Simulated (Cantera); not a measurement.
**Premixed flame**

A freely propagating, adiabatic, planar premixed flame of 17.6 % H2, 17.3 % O2, 65.1 % N2, unburnt at 375 K and 1.00 atm; mixture-averaged transport, grid criteria slope 0.08 and curve 0.16, no radiation.

Cantera simulation using the H2/O2 subset of GRI-Mech 3.0, which has no nitrogen chemistry; the numbers are that mechanism's predictions, not measurements. Burning velocities carry a grid error of a few per cent, more on coarse grids. Lean hydrogen flames are cellular in practice and burn faster than this planar one.

```json
[
 {"z (mm)": "-1.26", "T (K)": "375", "u (m/s)": "0.753", "x H2": "0.175", "x O2": "0.173", "x O": "<1e-8", "x OH": "<1e-8", "x H2O": "2.74e-6", "x H2O2": "<1e-8"},
 {"z (mm)": "-0.842", "T (K)": "376", "u (m/s)": "0.752", "x H2": "0.172", "x O2": "0.174", "x O": "<1e-8", "x OH": "<1e-8", "x H2O": "2.87e-5", "x H2O2": "7.84e-8"},
 {"z (mm)": "-0.631", "T (K)": "378", "u (m/s)": "0.752", "x H2": "0.166", "x O2": "0.175", "x O": "<1e-8", "x OH": "<1e-8", "x H2O": "0.000181", "x H2O2": "5.80e-7"},
 {"z (mm)": "-0.421", "T (K)": "392", "u (m/s)": "0.766", "x H2": "0.151", "x O2": "0.178", "x O": "5.11e-8", "x OH": "<1e-8", "x H2O": "0.00143", "x H2O2": "5.40e-6"},
 {"z (mm)": "-0.210", "T (K)": "558", "u (m/s)": "1.05", "x H2": "0.105", "x O2": "0.177", "x O": "8.36e-6", "x OH": "3.38e-5", "x H2O": "0.0224", "x H2O2": "6.61e-5"},
 {"z (mm)": "-0.105", "T (K)": "845", "u (m/s)": "1.57", "x H2": "0.0706", "x O2": "0.162", "x O": "0.000230", "x OH": "0.000397", "x H2O": "0.0624", "x H2O2": "4.90e-5"},
 {"z (mm)": "0", "T (K)": "1148", "u (m/s)": "2.11", "x H2": "0.0374", "x O2": "0.136", "x O": "0.00169", "x OH": "0.00141", "x H2O": "0.113", "x H2O2": "1.34e-5"},
 {"z (mm)": "0.105", "T (K)": "1353", "u (m/s)": "2.49", "x H2": "0.0159", "x O2": "0.113", "x O": "0.00357", "x OH": "0.00326", "x H2O": "0.150", "x H2O2": "5.06e-6"},
 {"z (mm)": "0.210", "T (K)": "1469", "u (m/s)": "2.70", "x H2": "0.00722", "x O2": "0.103", "x O": "0.00400", "x OH": "0.00443", "x H2O": "0.167", "x H2O2": "2.89e-6"},
 {"z (mm)": "0.421", "T (K)": "1576", "u (m/s)": "2.89", "x H2": "0.00287", "x O2": "0.0977", "x O": "0.00283", "x OH": "0.00462", "x H2O": "0.177", "x H2O2": "1.41e-6"},
 {"z (mm)": "0.842", "T (K)": "1642", "u (m/s)": "3.01", "x H2": "0.00112", "x O2": "0.0969", "x O": "0.00119", "x OH": "0.00338", "x H2O": "0.182", "x H2O2": "6.64e-7"},
 {"z (mm)": "1.68", "T (K)": "1669", "u (m/s)": "3.05", "x H2": "0.000331", "x O2": "0.0971", "x O": "0.000353", "x OH": "0.00194", "x H2O": "0.185", "x H2O2": "2.99e-7"},
 {"z (mm)": "3.37", "T (K)": "1678", "u (m/s)": "3.07", "x H2": "8.58e-5", "x O2": "0.0973", "x O": "9.43e-5", "x OH": "0.00103", "x H2O": "0.185", "x H2O2": "1.25e-7"}
]
```
x: mole fraction of selected species; z is measured from the peak of heat release.

* **laminar burning velocity**: 75.4 cm/s
* **thermal thickness**: 0.421 mm
* **peak x(O)**: 0.00403
* **peak x(OH)**: 0.00475
* **peak x(H2O2)**: 7.01e-5
* **grid points**: 109
